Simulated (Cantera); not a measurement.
**Carbothermic reduction: Cu2O + C + CO**

A closed system holds: 1 mol Cu2O, 1.3 mol C, 0.037 mol CO, equilibrated at 1077 °C and 2.18 Torr.

Equilibrium computed with Cantera from the NASA thermochemical tables; the gas is ideal and each condensed phase is pure. Candidate condensed phases: C, Cu, CuO, Cu2O; 15 gas species. Kinetics and transport are ignored.

```
Property           Result
--------------  ---------
x(CO)               1.000
x(Cu)            0.000169
x(CO2)            8.45e-6
n(C(graphite))  0.300 mol
n(Cu(s))         2.00 mol
gas amount      1.037 mol
```
